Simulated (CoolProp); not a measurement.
Vapour pressure (bar) of tetrahydrofuran: the reference equation beside estimates from Tc = 540.2 K, pc = 53.04 bar, ω = 0.234. Clausius-Clapeyron is anchored at 387.5 K with a constant enthalpy of vaporisation of 27.21 kJ/mol.

The numbers come from the reference Helmholtz-energy equation of state, Fiedler 2023 in CoolProp.

| T (K) | reference | Clausius-Clapeyron | Redlich-Kwong | Soave-Redlich-Kwong | Peng-Robinson |
|---|---|---|---|---|---|
| 364.5 | 2.162 | 2.286 | 3.375 | 2.148 | 2.150 |
| 376 | 2.932 | 3.008 | 4.421 | 2.927 | 2.919 |
| 387.5 | 3.894 | 3.894 | 5.682 | 3.907 | 3.884 |
| 399 | 5.080 | 4.968 | 7.183 | 5.120 | 5.077 |
| 410.5 | 6.519 | 6.251 | 8.944 | 6.599 | 6.531 |
| 422 | 8.243 | 7.768 | 10.99 | 8.377 | 8.280 |
| 433.6 | 10.30 | 9.558 | 13.36 | 10.51 | 10.38 |
| 445.1 | 12.71 | 11.62 | 16.03 | 13.00 | 12.83 |
| 456.6 | 15.50 | 13.98 | 19.05 | 15.90 | 15.70 |
| 468.1 | 18.73 | 16.67 | 22.43 | 19.25 | 19.02 |
| 479.6 | 22.44 | 19.71 | 26.20 | 23.09 | 22.83 |
| 491.1 | 26.68 | 23.13 | 30.36 | 27.46 | 27.18 |
| 502.6 | 31.52 | 26.94 | 34.95 | 32.40 | 32.12 |
| 514.1 | 37.06 | 31.16 | 39.96 | 37.95 | 37.71 |
| 525.6 | 43.41 | 35.82 | 45.43 | 44.15 | 43.99 |

Absolute difference from the reference over all 15 rows, mean and median: Clausius-Clapeyron 8.7 and 8.6 %, Redlich-Kwong 27.8 and 26.1 %, Soave-Redlich-Kwong 1.8 and 2.0 %, Peng-Robinson 1.0 and 0.9 %.
